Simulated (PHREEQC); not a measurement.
Consider water at 68 °C with 120 mmol/kgw NH4HF2, 120 mmol/kgw (NH4)2SiF6, 0.45 mmol/kgw H3PO4 and 170 mmol/kgw HCl. Closed to the air; pH follows from the charge balance.

Computed with PHREEQC (ion-association model, phreeqc.dat).

Each row changes one thing in this solution. No solid was allowed to form.

```csv
case,pH,ionic strength (mol/kgw),HF (mol/kgw),F- (mol/kgw),HF2- (mol/kgw),H3PO4 (mol/kgw),SI of Quartz (SiO2)
as made,1.38,0.536,0.231,0.00299,0.00290,0.000383,-4.95
temperature from 68 to 20 °C,1.33,0.541,0.224,0.00628,0.00499,0.000359,-8.20
diluted 2-fold with water,(withheld),0.269,0.115,(withheld),0.00120,0.000174,-3.70
diluted 5-fold with water,(withheld),0.108,0.0454,0.00184,0.000366,(withheld),-2.13
H3PO4 replaced by Na3PO4 at the same molality,1.39,0.536,0.231,0.00306,0.00296,(withheld),-4.97
```

Problem. Complete the blanks.

Solution. 
- diluted 2-fold with water, pH: 1.66
- diluted 2-fold with water, F- (mol/kgw): 0.00242
- diluted 5-fold with water, pH: 2.00
- diluted 5-fold with water, H3PO4 (mol/kgw): 5.68e-5
- H3PO4 replaced by Na3PO4 at the same molality, H3PO4 (mol/kgw): 0.000382

At this temperature some constants are extrapolated from 25 °C, and those without enthalpy data are left unchanged. SiF6-2 is the database's only silicon fluoride.
